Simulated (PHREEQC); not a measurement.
Solution (35 °C): 1.1 mol/kgw H2SO4, 0.04 mol/kgw K2SO4 and 0.18 mol/kgw KBr. Closed to the air; pH follows from the charge balance.

The numbers come from PHREEQC with the Pitzer model, pitzer.dat.

Precipitation was switched off in this run.

Q: Predict the pH, osmotic coefficient.

A: pH -0.15; osmotic coefficient 1.010.

Q: In which forms is S present?

A: HSO4- 82 %, SO4-2 18 % of the S.

Species that the database lacks are ignored. In brines, pH and single-ion activities rest on the MacInnes convention.
